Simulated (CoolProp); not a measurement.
R124 along the isotherm 470 K: fugacity coefficient from the reference equation and from simpler models built on Tc = 395.4 K, pc = 3.624 MPa, ω = 0.288; each cubic takes its own stable root.

Computed with CoolProp (reference Helmholtz-energy equation of state, de Vries 1995).

| p (MPa) | phase | reference | van der Waals | Redlich-Kwong | Soave-Redlich-Kwong |
|---|---|---|---|---|---|
| 0.566 | gas | 0.9707 | 0.9699 | 0.9684 | 0.9719 |
| 1.13 | gas | 0.9421 | 0.9402 | 0.9374 | 0.9445 |
| 1.7 | gas | 0.9139 | 0.9104 | 0.9068 | 0.9174 |
| 2.27 | gas | 0.8861 | 0.8807 | 0.8767 | 0.8909 |
| 2.83 | gas | 0.8595 | 0.8518 | 0.8478 | 0.8655 |
| 3.4 | gas | 0.8329 | 0.8224 | 0.8189 | 0.8402 |
| 3.96 | supercritical | 0.8074 | 0.7937 | 0.7911 | 0.8160 |
| 4.53 | supercritical | 0.7820 | 0.7645 | (withheld) | 0.7920 |
| 5.1 | supercritical | 0.7573 | 0.7354 | 0.7366 | 0.7688 |
| 5.66 | supercritical | 0.7337 | 0.7071 | 0.7109 | 0.7468 |
| 6.23 | supercritical | 0.7104 | 0.6791 | 0.6859 | 0.7253 |
| 6.8 | supercritical | 0.6879 | 0.6527 | 0.6620 | 0.7049 |
| 7.36 | supercritical | 0.6669 | 0.6291 | 0.6400 | 0.6858 |
| 7.93 | supercritical | (withheld) | 0.6075 | (withheld) | 0.6677 |
| 8.49 | supercritical | 0.6279 | 0.5886 | (withheld) | 0.6510 |
| 9.06 | supercritical | 0.6101 | 0.5716 | 0.5832 | 0.6354 |

Q: Complete the blanks.

A: 
- 4.53, Redlich-Kwong: 0.7635
- 7.93, reference: 0.6466
- 7.93, Redlich-Kwong: 0.6193
- 8.49, Redlich-Kwong: 0.6006
